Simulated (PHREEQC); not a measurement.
# Copper plating or etch bath (model solution)

Consider water at 60 °C with 0.048 mol Cu(NO3)2 and 0.12 mol KCl per kg of water. Closed to the air; pH follows from the charge balance.

All values are PHREEQC results (ion-association model, wateq4f.dat), not measurements.

This is a speciation only: nothing precipitates in the calculation.

**Question.** What pH does the model give?

**Answer.** pH 4.08.

**Question.** In which forms is Cu present?

**Answer.** Cu+2 72 %, CuCl+ 27 %, CuCl2 1.0 % of the Cu.

Saturation is exceeded, for instance for Atacamite; the values hold only as long as no solid forms. Constants without temperature data keep their 25 °C values here.
